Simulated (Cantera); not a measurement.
Input (Python, Cantera):

```python
import numpy as np
import cantera as ct

gas = ct.Solution("gri30.yaml")
gas.TPX = 673, 320000, {'CH4': 1, 'H2': 1.4, 'O2': 1.9, 'N2': 7.14, 'H2O': 0.77}
inlet = ct.Reservoir(gas, clone=True)
gas.equilibrate("HP")  # start burning
reactor = ct.IdealGasConstPressureReactor(gas, energy="on", clone=False)
exhaust = ct.Reservoir(gas, clone=True)
tau = [0.035, 0.018, 0.0094, 0.0049, 0.0025, 0.0013, 0.00069, 0.00036, 0.00019, 9.7e-05, 5.1e-05, 2.6e-05, 1.4e-05][0]
for a, b in ((inlet, reactor), (reactor, exhaust)):
    ct.MassFlowController(a, b, mdot=lambda t: reactor.mass / tau)
net = ct.ReactorNet([reactor])
show = ['CH4', 'H2', 'O2', 'O', 'N2O']

rows = []
print(f"{'tau/s':>10s}{'T/K':>9s}" + "".join(f"{s:>11s}" for s in show))
for tau in [0.035, 0.018, 0.0094, 0.0049, 0.0025, 0.0013, 0.00069, 0.00036, 0.00019, 9.7e-05, 5.1e-05, 2.6e-05, 1.4e-05]:
    net.initial_time = 0.0
    net.advance(30 * tau)
    before = gas.X
    net.advance(40 * tau)
    drift = np.max(np.abs(gas.X - before) / (gas.X + 1e-9))
    rows.append([gas.T, *gas[show].X, drift])
    print(f"{tau:10.3e}{gas.T:9.1f}" + "".join(f"{x:11.3e}" for x in gas[show].X))
```

Output:

```
     tau/s      T/K        CH4         H2         O2          O        N2O
 3.500e-02   2217.6  6.429e-05  7.907e-02  6.543e-05  8.439e-06  1.003e-08
 1.800e-02   2215.4  9.479e-05  7.897e-02  1.076e-04  1.099e-05  1.271e-08
 9.400e-03   2212.3  1.324e-04  7.884e-02  1.743e-04  1.488e-05  1.637e-08
 4.900e-03   2208.1  1.775e-04  7.869e-02  2.801e-04  2.103e-05  2.131e-08
 2.500e-03   2202.0  2.321e-04  7.851e-02  4.518e-04  3.129e-05  2.785e-08
 1.300e-03   2193.9  2.965e-04  7.832e-02  7.133e-04  4.719e-05  3.527e-08
 6.900e-04   2183.4  3.808e-04  7.813e-02  1.110e-03  7.051e-05  4.256e-08
 3.600e-04   2169.2  5.154e-04  7.792e-02  1.768e-03  1.042e-04  4.844e-08
 1.900e-04   2150.4  7.479e-04  7.772e-02  2.868e-03  1.465e-04  5.047e-08
 9.700e-05   2121.7  1.247e-03  7.753e-02  5.055e-03  1.957e-04  4.664e-08
 5.100e-05   2069.6  2.572e-03  7.759e-02  1.010e-02  2.282e-04  3.824e-08
 2.600e-05    673.0  8.190e-02  1.147e-01  1.556e-01  3.329e-19 -4.826e-22
 1.400e-05    673.0  8.190e-02  1.147e-01  1.556e-01  2.904e-19 -1.283e-26
```

Cantera simulation using GRI-Mech 3.0 (53 species, 325 reactions); the numbers are that mechanism's predictions, not measurements.
